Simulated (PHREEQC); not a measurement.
A column of 1 m (30 cells, dispersivity 0.035 m, 60 s a shift, diffusion coefficient 3e-10 m²/s) holds 0.084 eq of the database's cation exchanger X per kg of pore water, first in equilibrium with 0.0021 mol MnCl2 and 1e-05 mol HCl per kg of water. It is flushed with 2.3 mmol/kgw MnCl2, 45 mmol/kgw ZnSO4 and 0.01 mmol/kgw HCl, at 25 °C. Values are for the last cell. CO2 from the air is kept out. Precipitation was switched off in this run.

Equilibrium calculation in PHREEQC: ion-association model, phreeqc.dat.

Q: Predict S in solution (mol/kgw), Zn in solution (mol/kgw), Mn in solution (mol/kgw) at pore volumes = 0.15, 1.217, 1.617, 2.017, 2.417.

A: 
```json
[
 {"pore volumes": "0.15", "S in solution (mol/kgw)": "0", "Zn in solution (mol/kgw)": "0", "Mn in solution (mol/kgw)": "0.00210"},
 {"pore volumes": "1.217", "S in solution (mol/kgw)": "0.0364", "Zn in solution (mol/kgw)": "0.000397", "Mn in solution (mol/kgw)": "0.0383"},
 {"pore volumes": "1.617", "S in solution (mol/kgw)": "0.0439", "Zn in solution (mol/kgw)": "0.0104", "Mn in solution (mol/kgw)": "0.0357"},
 {"pore volumes": "2.017", "S in solution (mol/kgw)": "0.0449", "Zn in solution (mol/kgw)": "0.0301", "Mn in solution (mol/kgw)": "0.0171"},
 {"pore volumes": "2.417", "S in solution (mol/kgw)": "0.0450", "Zn in solution (mol/kgw)": "0.0406", "Mn in solution (mol/kgw)": "0.00669"}
]
```

Complexes and solids missing from the database can't appear.
